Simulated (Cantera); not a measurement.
A perfectly stirred reactor is fed with CO : H₂ : O₂ : N₂ = 1 : 0.073 : 0.894 : 10.7 (molar parts), equivalence ratio 0.60, at 100000 Pa; it is adiabatic with a 600 K inlet, and is followed from long to short residence time, starting on the burning branch (τ in s: 0.34, 0.13, 0.052, 0.02, 0.0079, 0.0031, 0.0012, 0.00047, 0.00018, 7.2e-05, 2.8e-05, 1.1e-05).

Cantera simulation using GRI-Mech 3.0 (53 species, 325 reactions); the numbers are that mechanism's predictions, not measurements.

What does this change do: pressure from 100000 Pa to 30000 Pa?


```
quantity                                                                      before                               after
------------------------------------------------  ----------------------------------  ----------------------------------
blow-out, bracketed by the residence times tried  burning at 20.0 ms, out at 7.90 ms  burning at 20.0 ms, out at 7.90 ms
x(CO) at τ = 0.340 s                                                         0.00126                             0.00259
x(H₂) at τ = 0.340 s                                                         1.88e-5                             5.83e-5
x(O₂) at τ = 0.340 s                                                          0.0300                              0.0305
x(H₂O₂) at τ = 0.340 s                                                       7.19e-8                             6.66e-8
x(OH) at τ = 0.340 s                                                         8.44e-5                            0.000189
x(CO) at τ = 1.20 ms                                                          0.0789                              0.0789
x(H₂) at τ = 1.20 ms                                                         0.00576                             0.00576
x(O₂) at τ = 1.20 ms                                                          0.0706                              0.0706
x(H₂O₂) at τ = 1.20 ms                                                        <1e-12                              <1e-12
x(OH) at τ = 1.20 ms                                                          <1e-12                              <1e-12
```
